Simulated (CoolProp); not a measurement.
Computed with CoolProp (reference Helmholtz-energy equation of state, Guder 2009).

Question: For sulfur hexafluoride, give the phase and the cp (kJ/(kg K)), cv (kJ/(kg K)), speed of sound (m/s), isothermal compressibility (1/MPa) at 80.35 °C and 4.06 MPa.

Answer: 
- 80.35 °C and 4.06 MPa: supercritical; cp 1.01, cv 0.731, speed of sound 112, isothermal compressibility 0.381
